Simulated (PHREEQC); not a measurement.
Solution (25 °C): 2.8 mmol/kgw NH4HF2, 4 mmol/kgw H2SiF6 and 48 mmol/kgw HCl. Closed to the air; pH follows from the charge balance.

Model: ion-association model, phreeqc.dat, run in PHREEQC.

```tsv
quantity	before	after
pH	1.35	1.41
ionic strength (mol/kgw)	0.0595	0.0481
HF (mol/kgw)	0.00682	0.00548
F- (mol/kgw)	0.000129	0.000117
HF2- (mol/kgw)	3.36e-6	2.46e-6
NH3 (mol/kgw)	2.77e-11	3.27e-11
```

Name the change that produced these shifts.
A) H2SiF6 from 0.004 to 0.008 mol/kgw
B) HCl from 0.048 to 0.0048 mol/kgw
C) H2SiF6 left out
D) NH4HF2 from 0.0028 to 0.0056 mol/kgw

C, H2SiF6 left out

This is a speciation only: nothing precipitates in the calculation. Some of these states are supersaturated (in Quartz (slow to form), for instance). SiF6-2 is the database's only silicon fluoride.
